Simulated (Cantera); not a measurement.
A perfectly stirred reactor is fed with H2 : O2 = 0.034 : 1 (molar parts), at 0.0168 atm; it is held at 1175 K, and followed from long to short residence time.

Cantera simulation using GRI-Mech 3.0 (53 species, 325 reactions); the numbers are that mechanism's predictions, not measurements. Radical loss at walls, strong at low pressure, is not modelled.

Question: What does this change do: O2 1 to 0.28 parts?

Answer: 
| quantity | before | after |
|---|---|---|
| x(H2) at τ = 0.600 s | 0.000153 | 0.000435 |
| x(O2) at τ = 0.600 s | 0.963 | 0.882 |
| x(H2O) at τ = 0.600 s | 0.0327 | 0.113 |
| x(HO2) at τ = 0.600 s | 1.59e-6 | 4.06e-6 |
| x(H) at τ = 0.600 s | 0.000173 | 0.000383 |
| x(H2) at τ = 9.00 ms | 0.00189 | 0.00495 |
| x(O2) at τ = 9.00 ms | 0.948 | 0.850 |
| x(H2O) at τ = 9.00 ms | 0.0281 | 0.0966 |
| x(HO2) at τ = 9.00 ms | 3.77e-6 | 8.31e-6 |
| x(H) at τ = 9.00 ms | 0.00343 | 0.0139 |
The temperature is held fixed by assumption; the heat of reaction is taken as removed at once.

Question: What does this change do: temperature 1175 to 1350 K?

Answer: 
```
quantity                 before     after
---------------------  --------  --------
x(H2) at τ = 0.600 s   0.000153  0.000114
x(O2) at τ = 0.600 s      0.963     0.961
x(H2O) at τ = 0.600 s    0.0327    0.0323
x(HO2) at τ = 0.600 s   1.59e-6   9.32e-7
x(H) at τ = 0.600 s    0.000173  0.000241
x(H2) at τ = 9.00 ms    0.00189   0.00108
x(O2) at τ = 9.00 ms      0.948     0.942
x(H2O) at τ = 9.00 ms    0.0281    0.0286
x(HO2) at τ = 9.00 ms   3.77e-6   1.99e-6
x(H) at τ = 9.00 ms     0.00343   0.00270
```
